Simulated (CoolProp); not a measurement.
Vapour-liquid equilibrium of R1234yf (1) + R1234ze(E) (2) at 182.2 K; x and y are mole fractions of (1).

Model: multi-fluid Helmholtz-energy mixture model, Lemmon 2022 and Thol 2016; pair parameters Bell 2022, in CoolProp.

Give the bubble pressure and the first vapour's composition at x = 0.2, 0.875, 0.95. Is there an azeotrope?

x = 0.2: 1.219 kPa, y = 0.385; x = 0.875: 2.067 kPa, y = 0.941; x = 0.95: 2.161 kPa, y = 0.977. No azeotrope shows between x = 0.05 and 0.95.

The pair parameters rest on a limited set of measurements; away from them the model extrapolates.
